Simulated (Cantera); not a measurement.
A closed system holds: 1 mol SiCl₄, 26 mol N₂, equilibrated at 0.840 bar.

Method: chemical equilibrium by Gibbs-energy minimisation in Cantera with the NASA 1993 tables (ideal gas, pure condensed phases). Candidate condensed phases: Si, Si₃N₄; 13 gas species. The tables' values for SiCl₃ are old estimates; treat these amounts as uncertain. The numbers say what is thermodynamically allowed, not how fast it happens. All values below are at 1673 K.

Base state: N₂ 0.962, SiCl₄ 0.0355, Cl 0.00144, SiCl₃ 0.00135, SiCl₂ 0.000108, Cl₂ 6.33e-5 (mole fractions); condensed: gas only.

What changes in the equilibrium state with this change: SiCl₄ replaced by SiF₄?


| species | before | after |
|---|---|---|
| N₂ | 0.962 | 0.963 |
| SiF₄ | 0 | 0.0370 |
| SiCl₄ | 0.0355 | 0 |
| Cl | 0.00144 | 0 |
| SiCl₃ | 0.00135 | 0 |
| SiCl₂ | 0.000108 | 0 |
| Cl₂ | 6.33e-5 | 0 |
